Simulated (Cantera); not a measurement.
A closed system holds: 1 mol Fe, 0.031 mol SO2, 13 mol N2, held at 1723.15 K and 0.00140 bar.

Cantera equilibrium calculation (NASA polynomials, part measured and part estimated; ideal gas, pure solids and liquids). Candidate condensed phases: Fe, FeO, FeS, FeSO4, FeS2, Fe2O3, Fe2(SO4)3, Fe3O4, S; 19 gas species. Mutual solubility and eutectic melting of coexisting phases are not modelled. The tables' stoichiometric FeO is somewhat more stable than real wüstite, so its field is too wide. FeO: taken at fixed stoichiometry. The numbers say what is thermodynamically allowed, not how fast it happens.

Base state: N2 0.991, Fe 0.00653, SO2 0.000932, SO 0.000633, S2 0.000308, S 0.000182, FeO 2.80e-5 (mole fractions); condensed: Fe(δ) + FeO(l).

What changes in the equilibrium state with this change: SO2 from 0.031 to 0.36 mol?


```
species        before     after
-----------  --------  --------
N2              0.991     0.975
S2           0.000308   0.00881
Fe            0.00653   0.00653
SO2          0.000932   0.00498
S2O           6.58e-7   1.88e-5
SO           0.000633   0.00338
S            0.000182  0.000975
FeO           2.80e-5   2.80e-5
Fe(δ), mol      0.885     0.371
FeO(l), mol    0.0288     0.541
```
